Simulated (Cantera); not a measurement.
Feed: 1 mol CuO, 4.4 mol C, 7.6 mol H₂, equilibrated at 1.00 Torr.

Cantera equilibrium calculation (NASA polynomials, part measured and part estimated; ideal gas, pure solids and liquids). Candidate condensed phases: C, C₆H₆, C₇H₈, C₈H₁₈, Cu, CuO, Cu(OH)₂, Cu₂O, H₂O; 113 gas species. Rates play no part. All values below are at 1727 °C.

Base state: H₂ 0.756, CO 0.102, Cu 0.102, H 0.0387, C₂H₂ (acetylene) 0.000581, Cu₂ 1.33e-5 (mole fractions); condensed: C(graphite).

Problem. What changes in the equilibrium state with this change: C from 4.4 to 0.71 mol?

Solution. 
```csv
species,before,after
H₂,0.756,0.751
Cu,0.102,0.105
CO,0.102,0.0741
H₂O,1.21e-8,0.0297
H,0.0387,0.0386
CO₂,<1e-9,0.000640
C₂H₂ (acetylene),0.000581,<1e-9
OH,<1e-9,0.000153
Cu₂,1.33e-5,1.42e-5
"C(graphite), mol",3.39,0
```

Problem. What changes in the equilibrium state with this change: CuO replaced by Fe₂O₃?

Solution. 
```csv
species,before,after
H₂,0.756,0.576
CO,0.102,0.234
Fe,0,0.156
Cu,0.102,0
H,0.0387,0.0338
Cu₂,1.33e-5,0
C₂H₂ (acetylene),0.000581,0.000442
"C(graphite), mol",3.39,1.39
```
Further candidate phases: Fe, Fe(CO)₅, FeO, Fe(OH)₂, Fe(OH)₃, Fe₂O₃, Fe₃O₄.
